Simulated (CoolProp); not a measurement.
Vapour-liquid equilibrium of fluoroethane (R161) (1) + R1234yf (2) at 281.5 K; x and y are mole fractions of (1).

Model: multi-fluid Helmholtz-energy mixture model, Wu 2012 and Lemmon 2022; pair parameters Bell 2016, in CoolProp.

```tsv
x	bubble pressure, mixture model (bar)	bubble pressure, Raoult's law (bar)	y, mixture model	y, Raoult's law
0.05	4.256	4.232	0.070	0.067
0.15	4.455	4.386	0.199	0.195
0.25	4.645	4.541	0.316	0.314
0.35	4.825	4.696	0.424	0.425
0.45	4.994	4.851	0.523	0.529
0.55	5.150	5.005	0.616	0.627
0.65	5.295	5.160	0.704	0.718
0.75	5.427	5.315	0.790	0.805
0.85	5.547	5.469	0.873	0.886
0.95	5.654	5.624	0.957	0.963
```

The largest gap from Raoult's law is +2.9 % in bubble pressure, at x = 0.45. No azeotrope shows between x = 0.05 and 0.95.

The pair parameters rest on a limited set of measurements; away from them the model extrapolates.
